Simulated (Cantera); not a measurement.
A perfectly stirred reactor is fed with NO : N₂ = 1 : 3.5 (molar parts), at 1.00 atm; it is held at 1598 K, and followed from long to short residence time.

Computed with Cantera and GRI-Mech 3.0 (53 species, 325 reactions).

x: mole fraction; the columns are a selection and need not sum to one.

| τ (s) | x NO | x N₂O | x O₂ | x O | x NO₂ | x N₂ |
|---|---|---|---|---|---|---|
| 13 | 0.192 | 1.34e-5 | 0.0150 | 1.83e-6 | 0.000216 | 0.793 |
| 5.5 | 0.207 | 1.57e-5 | 0.00731 | 1.35e-6 | 0.000171 | 0.785 |
| 2.4 | 0.215 | 1.69e-5 | 0.00338 | 1.02e-6 | 0.000132 | 0.781 |
| 1.1 | 0.219 | 1.74e-5 | 0.00157 | 8.14e-7 | 0.000107 | 0.779 |
| 0.47 | 0.221 | 1.74e-5 | 0.000654 | 6.82e-7 | 8.91e-5 | 0.779 |
| 0.21 | 0.222 | 1.70e-5 | 0.000270 | 6.02e-7 | 7.80e-5 | 0.778 |
| 0.091 | 0.222 | 1.60e-5 | [?] | [?] | [?] | 0.778 |
| 0.040 | 0.222 | [?] | [?] | [?] | [?] | 0.778 |
| 0.018 | 0.222 | 1.09e-5 | 5.42e-6 | 2.84e-7 | 3.25e-5 | 0.778 |
| 0.0077 | 0.222 | 7.08e-6 | 6.01e-7 | 1.55e-7 | 1.48e-5 | 0.778 |
| 0.0034 | 0.222 | 4.00e-6 | 6.62e-8 | 8.66e-8 | 6.05e-6 | 0.778 |

### Question
What belongs in the gaps?

### Answer

- 0.091, x O₂: 9.63e-5
- 0.091, x O: 5.24e-7
- 0.091, x NO₂: 6.69e-5
- 0.040, x N₂O: 1.39e-5
- 0.040, x O₂: 2.76e-5
- 0.040, x O: 4.20e-7
- 0.040, x NO₂: 5.19e-5
